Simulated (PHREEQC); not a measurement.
Dissolve 0.0051 mol PbCl2 per kg of water at 20 °C. Closed to the air; pH follows from the charge balance.

Model: ion-association model, wateq4f.dat, run in PHREEQC.

The ionic strength comes out as 0.0135 mol/kgw. What activity coefficients do PbCl+, H+, Cl-, Pb+2, Pb2OH+3 get?

PbCl+ 0.89, H+ 0.90, Cl- 0.89, Pb+2 0.63, Pb2OH+3 0.35.

Precipitation was switched off in this run.
